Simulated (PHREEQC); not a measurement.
Acid rinse or clean: an equilibrium model

Dissolve 0.14 mol H2SO4, 0.18 mol FeCl3 and 0.26 mol KCl per kg of water at 25 °C. Closed to the air; pH follows from the charge balance.

The numbers come from PHREEQC with the ion-association model, phreeqc.dat.

Each row changes one thing in this solution. No solid was allowed to form.

```csv
case,pH,ionic strength (mol/kgw),Cl- (mol/kgw),FeCl+2 (mol/kgw),HSO4- (mol/kgw),FeSO4+ (mol/kgw),SI of Goethite (FeOOH),SI of Hematite (Fe2O3)
as made,0.82,0.903,0.669,0.0646,0.0484,0.0393,+0.40,+2.81
KCl left out,0.82,0.663,0.441,0.0566,0.0410,0.0449,+0.56,+3.14
temperature from 25 to 55 °C,0.85,0.922,0.666,0.0963,…,0.0308,+1.24,+4.62
temperature from 25 to 35 °C,0.83,0.909,0.669,0.0755,…,0.0372,+0.69,+3.45
0.0038 mol/kgw NaOH added,0.83,0.903,0.669,0.0645,0.0481,0.0396,+0.42,…
```

Question: Complete the blanks.

Answer: 
- temperature from 25 to 55 °C, HSO4- (mol/kgw): 0.0661
- temperature from 25 to 35 °C, HSO4- (mol/kgw): 0.0536
- 0.0038 mol/kgw NaOH added, SI of Hematite (Fe2O3): +2.85

The ionic strength passes 0.7 mol/kgw, the rough limit of the ion-association models, in as made; temperature from 25 to 55 °C; temperature from 25 to 35 °C; 0.0038 mol/kgw NaOH added. Some of these states are supersaturated (in Hematite (slow to form), Goethite (slow to form), Jarosite-K, for instance). At this temperature some constants are extrapolated from 25 °C, and those without enthalpy data are left unchanged.
